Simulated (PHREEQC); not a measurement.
Ultrapure water in contact with air or piping: an equilibrium model

A made-up water analysis in mg/L, 25 °C, pH 6.67, pe 10.9:

```json
[
 {"constituent": "Na", "mg/L": "0.234"},
 {"constituent": "K", "mg/L": "0.0526"},
 {"constituent": "Ca", "mg/L": "0.236"},
 {"constituent": "Mg", "mg/L": "0.00424"},
 {"constituent": "Cl", "mg/L": "0.284"},
 {"constituent": "S(6) as SO4", "mg/L": "0.439"},
 {"constituent": "Alkalinity as HCO3", "mg/L": "0.367"},
 {"constituent": "Ni", "mg/L": "0.000251"}
]
```

Cl is adjusted to close the charge balance.
Valence states are taken as typed.

Model: ion-association model, wateq4f.dat, run in PHREEQC.

```
Item                     Result
--------------  ---------------
ionic strength  3.45e-5 mol/kgw
```

```tsv
species	molality	activity	log γ
Na+	1.02e-5	1.01e-5	-0.003
Cl-	8.50e-6	8.44e-6	-0.003
HCO3-	6.18e-6	6.14e-6	-0.003
Ca+2	5.88e-6	5.72e-6	-0.012
SO4-2	4.56e-6	4.44e-6	-0.012
CO2	2.95e-6	2.95e-6	0.000
K+	1.35e-6	1.34e-6	-0.003
H+	2.15e-7	2.14e-7	-0.003
Mg+2	1.74e-7	1.70e-7	-0.012
OH-	4.72e-8	4.68e-8	-0.003
```

Precipitation was switched off in this run. Species that the database lacks are ignored.
